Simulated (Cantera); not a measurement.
A perfectly stirred reactor is fed with C₃H₈ : H₂ = 1 : 10 (molar parts), at 0.210 bar; it is held at 1450 K, and followed from long to short residence time.

Computed with Cantera and GRI-Mech 3.0 (53 species, 325 reactions). GRI-Mech 3.0 was tuned for natural gas; its chemistry of propane as a main component is partial and can be far from experiment. GRI-Mech 3.0 stops at C3 and has no aromatics, soot or wall deposition, so with more carbon than oxygen in the feed, carbon stays in small species such as C2H2 where larger ones or solid carbon would form.

Task: What does this change do: temperature 1450 to 1075 K?

Result: 
```csv
quantity,before,after
x(C₃H₈) at τ = 7.30 s,7.61e-6,0.00211
x(H₂) at τ = 7.30 s,0.853,0.821
x(C₂H₄) at τ = 7.30 s,0.00678,0.0615
x(CH₄) at τ = 7.30 s,0.0646,0.105
x(C₂H) at τ = 7.30 s,3.48e-9,<1e-12
x(C₃H₈) at τ = 21.0 ms,0.000856,0.0738
x(H₂) at τ = 21.0 ms,0.843,0.895
x(C₂H₄) at τ = 21.0 ms,0.0233,0.0155
x(CH₄) at τ = 21.0 ms,0.0784,0.0155
x(C₂H) at τ = 21.0 ms,1.38e-8,<1e-12
```
